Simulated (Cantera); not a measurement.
An isothermal plug-flow reactor at 550 K and 100000 Pa (inlet), inlet velocity 3.7 m/s, active area per volume 1000 1/m; feed H2 : O2 : N2 = 0.0021 : 0.13 : 0.79 (molar parts), equivalence ratio 0.0081.

Cantera simulation using Deutschmann's 1995 Pt surface mechanism with GRI-Mech 3.0 gas chemistry; the numbers are that mechanism's predictions, not measurements. Catalytic surfaces can have several steady states; this one follows from the mechanism file's or the stated starting coverage. Mass transfer to the wall is taken as infinitely fast.

One state of this run: x H2 = 0.00121; x O2 = 0.141; x H2O = 0.00107; θ free Pt = 0.0134; θ O* = 0.983; θ OH* = 0.00316. x: gas mole fraction; θ: surface coverage.

**Question.** Which value of z (m) does it belong to?
A. 0.00022
B. 7.8e-05
C. 0.0046
D. 0.00036

**Answer.** C, 0.0046
